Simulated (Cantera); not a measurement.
Feed: 1 mol Cu, 3.7 mol CO, 81 mol N2, equilibrated at 13300 Pa.

Equilibrium computed with Cantera from the NASA thermochemical tables; the gas is ideal and each condensed phase is pure. Candidate condensed phases: C, Cu, CuO, Cu2O; 27 gas species. Kinetics and transport are ignored.

At 1150 K, list the 3 most abundant gas species with their mole fractions, and the condensed phases.

N2 0.956, CO 0.0437, CO2 1.00e-5. Condensed: C(graphite) + Cu(s).
